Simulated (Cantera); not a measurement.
Charge: 1 mol Si, 1.5 mol N2O, 19 mol H2, 0.23 mol CO2, at 1623 K and 31.0 Pa.

Equilibrium computed with Cantera from the NASA thermochemical tables; the gas is ideal and each condensed phase is pure. Candidate condensed phases: C, C6H6, C7H8, C8H18, H2O, Si, SiC, SiO2, Si2N2O, Si3N4; 151 gas species. The tables hold silica as quartz up to 1696 K and as liquid above; real silica turns to tridymite and cristobalite and melts near 1996 K. Rates play no part.

Base state: H2 0.888, N2 0.0708, SiO 0.0195, CO 0.0108, H2O 0.00670, H 0.00370, CO2 2.63e-5 (mole fractions); condensed: SiO2(β-quartz).

**Question.** What changes in the equilibrium state with this change: temperature from 1623 K to 1598 K?

**Answer.** 
```
species               before    after
-------------------  -------  -------
H2                     0.888    0.894
N2                    0.0708   0.0710
SiO                   0.0195   0.0170
H2O                  0.00670  0.00415
CO                    0.0108   0.0109
CO2                  2.63e-5  1.68e-5
H                    0.00370  0.00286
SiO2(β-quartz), mol    0.587    0.642
```

**Question.** What changes in the equilibrium state with this change: pressure from 31.0 Pa to 6.30 mbar?

**Answer.** 
```
species               before     after
-------------------  -------  --------
H2                     0.888     0.903
N2                    0.0708    0.0714
SiO                   0.0195    0.0133
H2O                  0.00670  0.000489
CO                    0.0108    0.0109
CO2                  2.63e-5   1.91e-6
H                    0.00370  0.000828
SiO2(β-quartz), mol    0.587     0.720
```

**Question.** What changes in the equilibrium state with this change: temperature from 1623 K to 1423 K?

**Answer.** 
```csv
species,before,after
H2,0.888,0.904
N2,0.0708,0.0714
SiO,0.0195,0.0129
H2O,0.00670,3.69e-5
CO,0.0108,0.0109
CO2,2.63e-5,1.97e-7
H,0.00370,0.000359
"SiO2(β-quartz), mol",0.587,0.729
```
